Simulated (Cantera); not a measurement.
An isothermal, constant-pressure homogeneous reactor starts with 4.58 % CH₄, 95.4 % H₂, at 1998 K and 0.00130 bar.

Detailed kinetics in Cantera: GRI-Mech 3.0 (53 species, 325 reactions). GRI-Mech 3.0 stops at C3 and has no aromatics, soot or wall deposition, so with more carbon than oxygen in the feed, carbon stays in small species such as C2H2 where larger ones or solid carbon would form. Radical loss at walls, strong at low pressure, is not modelled.

x: mole fraction; the columns are a selection and need not sum to one.

```csv
t (s),x CH₄,x H₂,x C₂H₄,x C₂H,x CH₃,x H
9.00e-5,0.0458,0.954,1.10e-12,<1e-12,5.00e-6,5.08e-6
0.000327,0.0458,0.954,1.06e-10,<1e-12,1.80e-5,1.87e-5
0.00119,0.0457,0.954,8.19e-9,<1e-12,6.49e-5,6.83e-5
0.00433,0.0456,0.954,4.43e-7,<1e-12,0.000234,0.000249
0.0157,0.0449,0.953,1.67e-5,1.05e-10,0.000839,0.000907
0.0572,0.0410,0.952,0.000193,…,0.00272,0.00323
0.208,0.0215,0.959,0.000136,…,0.00290,0.00662
0.756,0.00434,0.966,1.06e-5,…,0.000830,0.00939
2.75,0.000456,0.964,7.97e-7,…,0.000134,0.0143
10.0,3.81e-5,0.956,3.68e-7,…,1.77e-5,0.0225
```

### Question
Fill in the missing entries.

### Answer

- 0.0572, x C₂H: 4.47e-8
- 0.208, x C₂H: 1.28e-6
- 0.756, x C₂H: 3.48e-6
- 2.75, x C₂H: 5.91e-6
- 10.0, x C₂H: 9.43e-6
